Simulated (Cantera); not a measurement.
Cantera run, input and output.

```python
import numpy as np
import cantera as ct

surf = ct.Interface("diamond.yaml", "diamond_100")
gas, bulk = surf.adjacent["gas"], surf.adjacent["diamond"]
k = surf.kinetics_species_index(bulk.species_names[0])
cover = ["c6HH", "c6H*", "c6*H", "c6**", "c6HM", "c6B"]

rows, drift = [], 0.0
print(f"{'xCH3':>10s}{'um/h':>11s}" + "".join(f"{s:>11s}" for s in cover))
for v in [1e-06, 2.4e-06, 5.8e-06, 1.4e-05, 3.4e-05, 8.3e-05, 0.0002, 0.00048, 0.0012]:
    T, P, xH, xCH3 = 900, 16000, 0.00055, v
    gas.TPX = T, P, {"H": xH, "CH3": xCH3, "CH4": 0.0031, "H2": 1 - xH - xCH3 - 0.0031}
    surf.TP = bulk.TP = T, P
    surf.coverages = "c6H*:0.1, c6HH:0.9"
    surf.advance_coverages(100.0)
    before = surf.coverages
    surf.advance_coverages(100.0)
    drift = max(drift, np.max(np.abs(surf.coverages - before) / (surf.coverages + 1e-9)))
    rate = surf.net_production_rates[k] * bulk.mean_molecular_weight / bulk.density * 3.6e9
    rows.append([rate, *surf[cover].coverages])
    print(f"{v:10.4g}{rate:11.4e}" + "".join(f"{x:11.3e}" for x in rows[-1][1:]))
```

Output:

```
      xCH3       um/h       c6HH       c6H*       c6*H       c6**       c6HM        c6B
     1e-06 4.8923e-02  6.924e-01  1.041e-02  2.912e-01  4.151e-03  1.497e-03  1.328e-10
   2.4e-06 1.1709e-01  6.906e-01  1.039e-02  2.904e-01  4.137e-03  3.583e-03  3.177e-10
   5.8e-06 2.8104e-01  6.863e-01  1.032e-02  2.886e-01  4.105e-03  8.601e-03  7.626e-10
   1.4e-05 6.6749e-01  6.762e-01  1.016e-02  2.842e-01  4.029e-03  2.043e-02  1.811e-09
   3.4e-05 1.5600e+00  6.528e-01  9.806e-03  2.742e-01  3.854e-03  4.775e-02  4.233e-09
   8.3e-05 3.4870e+00  6.022e-01  9.030e-03  2.525e-01  3.477e-03  1.067e-01  9.462e-09
    0.0002 6.9965e+00  5.101e-01  7.618e-03  2.130e-01  2.797e-03  2.142e-01  1.899e-08
   0.00048 1.2008e+01  3.785e-01  5.598e-03  1.565e-01  1.850e-03  3.680e-01  3.258e-08
    0.0012 1.7399e+01  2.364e-01  3.418e-03  9.557e-02  8.987e-04  5.339e-01  4.721e-08
```

Cantera simulation using the Harris–Goodwin 1993 mechanism for the reconstructed diamond (100) surface; the numbers are that mechanism's predictions, not measurements.
